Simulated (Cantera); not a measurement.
Input (Python, Cantera) and output of one run.

```python
import numpy as np
import cantera as ct

gas_names = """
    H HO2 H2 H2O H2O2 O OH O2 O3 Ti TiO TiO2
""".split()
cond_names = """
    H2O(s) H2O(L) Ti(a) Ti(b) Ti(L) TiO(a) TiO(b) TiO(L) TiO2(ru) TiO2(L) Ti2O3(a) Ti2O3(b) Ti2O3(L)
    Ti3O5(a) Ti3O5(b) Ti3O5(L) Ti4O7(s) Ti4O7(L)
""".split()


# ... load() reads the species with a 1 bar reference pressure and builds the phases ...
atoms = {
    'TiO2': {'Ti': 1, 'O': 2},
    'H2': {'H': 2},
}
top_T = {}  # K; cautious upper limits of use, not melting points


# ... equilibrate(T, P, feed) seeds the gas with the atoms and calls Mixture.equilibrate('TP', solver="vcs", rtol=1e-11, max_steps=5000) ...
results = []
T = 1975  # K
P = 60000  # Pa
for m in [0.92, 1.4, 2.2, 3.4, 5.2, 8, 12, 19, 30, 46, 70, 110, 170]:
    feed = {'TiO2': 1, 'H2': m}  # mol
    mix = equilibrate(T, P, feed)
    results.append((T, P, feed, dict(zip(mix.species_names, mix.species_moles))))

top = {s: max(r[3][s] / sum(r[3][g] for g in gas_names) for r in results) for s in gas_names}
cols = sorted((s for s in top if top[s] > 0.001), key=lambda s: -top[s])[:5]
seen = [c for c in cond_names if any(r[3].get(c, 0) > 1e-12 for r in results)]
print("log10 of partial pressures in bar; condensed amounts in mol")
print(f"{'n(H2)':>10s}" + "".join(f"{s[:9]:>10s}" for s in cols + seen))
for T, P, feed, n in results:
    ng = sum(n[g] for g in gas_names)
    print(f"{feed['H2']:10.4g}" + "".join(f"{np.log10(max(n[s] / ng * P / 1e5, 1e-99)):10.3f}" for s in cols)
          + "".join(f"{n.get(c, 0):10.4g}" for c in seen))
```

It prints:

```
log10 of partial pressures in bar; condensed amounts in mol
     n(H2)        H2       H2O         H  TiO2(ru)  Ti2O3(b)  Ti3O5(b)  Ti4O7(L)
      0.92    -0.333    -0.872    -3.030    0.1754         0         0    0.2061
       1.4    -0.308    -0.970    -3.018         0         0         0      0.25
       2.2    -0.275    -1.167    -3.001         0         0         0      0.25
       3.4    -0.256    -1.356    -2.992         0         0         0      0.25
       5.2    -0.251    -1.415    -2.990         0         0    0.3333         0
         8    -0.241    -1.603    -2.984         0         0    0.3333         0
        12    -0.235    -1.779    -2.981         0         0    0.3333         0
        19    -0.230    -1.978    -2.979         0         0    0.3333         0
        30    -0.227    -2.177    -2.978         0         0    0.3333         0
        46    -0.226    -2.362    -2.977         0         0    0.3333         0
        70    -0.225    -2.545    -2.976         0         0    0.3333         0
       110    -0.224    -2.729    -2.976         0   0.02773    0.3148         0
       170    -0.224    -2.754    -2.976         0       0.5         0         0
```

Equilibrium computed with Cantera from the NASA thermochemical tables; the gas is ideal and each condensed phase is pure. Mutual solubility and eutectic melting of coexisting phases are not modelled. Condensed phases not in the tables: Magnéli phases beyond Ti4O7. Gases not in the tables: TiO(OH)2.
